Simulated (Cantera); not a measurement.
A Cantera script and its output.

```python
import numpy as np
import cantera as ct

gas = ct.Solution("SiF4_NH3_mec.yaml", "gas")
gas.TPX = 2275, 19000, {'NH3': 1, 'H2': 0.21, 'N2': 0.011}
inlet = ct.Reservoir(gas, clone=True)

reactor = ct.IdealGasConstPressureReactor(gas, energy="off", clone=False)
exhaust = ct.Reservoir(gas, clone=True)
tau = [0.68, 0.27, 0.11, 0.043, 0.017, 0.0069, 0.0028, 0.0011, 0.00044, 0.00018][0]
for a, b in ((inlet, reactor), (reactor, exhaust)):
    ct.MassFlowController(a, b, mdot=lambda t: reactor.mass / tau)
net = ct.ReactorNet([reactor])
show = ['NH3', 'H2', 'H', 'NH', 'N2H4', 'N']

rows = []
print(f"{'tau/s':>10s}{'T/K':>9s}" + "".join(f"{s:>11s}" for s in show))
for tau in [0.68, 0.27, 0.11, 0.043, 0.017, 0.0069, 0.0028, 0.0011, 0.00044, 0.00018]:
    net.initial_time = 0.0
    net.advance(30 * tau)
    before = gas.X
    net.advance(40 * tau)
    drift = np.max(np.abs(gas.X - before) / (gas.X + 1e-9))
    rows.append([gas.T, *gas[show].X, drift])
    print(f"{tau:10.3e}{gas.T:9.1f}" + "".join(f"{x:11.3e}" for x in gas[show].X))
```

It prints:

```
     tau/s      T/K        NH3         H2          H         NH       N2H4          N
 6.800e-01   2275.0  6.324e-03  7.601e-01  5.773e-03  2.564e-05  2.843e-10  9.501e-06
 2.700e-01   2275.0  2.362e-02  7.495e-01  3.363e-03  3.309e-05  1.387e-09  7.179e-06
 1.100e-01   2275.0  6.280e-02  7.216e-01  2.285e-03  4.305e-05  4.880e-09  6.495e-06
 4.300e-02   2275.0  1.483e-01  6.595e-01  1.568e-03  5.546e-05  1.531e-08  6.108e-06
 1.700e-02   2275.0  2.956e-01  5.521e-01  1.053e-03  6.722e-05  3.896e-08  5.650e-06
 6.900e-03   2275.0  4.773e-01  4.193e-01  6.931e-04  7.472e-05  7.575e-08  5.014e-06
 2.800e-03   2275.0  6.355e-01  3.036e-01  4.658e-04  7.660e-05  1.144e-07  4.256e-06
 1.100e-03   2275.0  7.366e-01  2.298e-01  3.386e-04  7.387e-05  1.399e-07  3.515e-06
 4.400e-04   2275.0  7.849e-01  1.945e-01  2.720e-04  6.725e-05  1.418e-07  2.846e-06
 1.800e-04   2275.0  8.055e-01  1.797e-01  2.220e-04  5.431e-05  1.161e-07  2.035e-06
```

Computed with Cantera and the gas-phase N/H chemistry of the illustrative SiF4/NH3 mechanism in the Surface Chemkin manual (1991). Walls and surfaces, which speed up NH3 decomposition in real reactors, are not modelled.
